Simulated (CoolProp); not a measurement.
Ammonia at 298.15 K and 1.81 MPa is throttled through a valve to 1.18 MPa with no heat exchange. Each further row changes one setting.

The numbers come from the reference Helmholtz-energy equation of state, Gao 2020 in CoolProp.

```csv
case,temperature change (K),final phase,final density (kg/m³)
as stated,___,liquid,603
outlet pressure 0.354 MPa,___,___,___
outlet pressure 1.53 MPa,+0.0,liquid,603
```

Q: Complete the blanks.

A: 
- as stated, temperature change (K): +0.1
- outlet pressure 0.354 MPa, temperature change (K): -30.0
- outlet pressure 0.354 MPa, final phase: two-phase, vapour fraction 0.110
- outlet pressure 0.354 MPa, final density (kg/m³): 25.2
